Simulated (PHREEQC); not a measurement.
Consider water at 20 °C with 0.015 mol/kgw NaHSO4, 0.00038 mol/kgw KOH and 0.0015 mol/kgw KCl. Closed to the air; pH follows from the charge balance.

All values are PHREEQC results (ion-association model, wateq4f.dat), not measurements.

| Property | Result |
|---|---|
| pH | 2.06 |
| ionic strength | 0.0365 mol/kgw |
| total alkalinity | -14.6 meq/kg |

| species | molality | activity | log γ |
|---|---|---|---|
| Na+ | 0.0146 | 0.0123 | -0.075 |
| H+ | 0.0100 | 0.00871 | -0.062 |
| SO4-2 | 0.0100 | 0.00506 | -0.296 |
| HSO4- | 0.00458 | 0.00385 | -0.075 |
| K+ | 0.00182 | 0.00152 | -0.079 |
| Cl- | 0.00150 | 0.00125 | -0.079 |
| NaSO4- | 0.000358 | 0.000303 | -0.072 |
| KSO4- | 5.84e-5 | 4.95e-5 | -0.072 |

Precipitation was switched off in this run.
